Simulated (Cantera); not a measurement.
Charge: 1 mol Al(CH3)3, 35 mol NH3, 3.4 mol H2, at 2073.15 K and 73.5 Torr.

These are equilibrium values from Cantera (NASA tables, ideal gas, pure condensed phases), not measurements of a reactor. Candidate condensed phases: Al, AlN, C, C6H6, C7H8, C8H18; 97 gas species. The feed counts by its element totals alone. Kinetics and transport are ignored.

Base state: H2 0.762, N2 0.216, HCN 0.00789, H 0.00734, Al 0.00549, C2H2 (acetylene) 0.000934, HNC 0.000510, AlH 0.000359 (mole fractions); condensed: AlN(s) + C(graphite).

### Question
What changes in the equilibrium state with this change: temperature from 2073.15 K to 1748 K?

### Answer
```json
[
 {"species": "H2", "before": "0.762", "after": "0.779"},
 {"species": "N2", "before": "0.216", "after": "0.219"},
 {"species": "HCN", "before": "0.00789", "after": "0.00195"},
 {"species": "H", "before": "0.00734", "after": "0.000644"},
 {"species": "Al", "before": "0.00549", "after": "5.95e-6"},
 {"species": "AlH", "before": "0.000359", "after": "8.65e-7"},
 {"species": "C2H2 (acetylene)", "before": "0.000934", "after": "8.79e-5"},
 {"species": "AlN(s), mol", "before": "0.542", "after": "0.999"},
 {"species": "C(graphite), mol", "before": "2.19", "after": "2.83"}
]
```
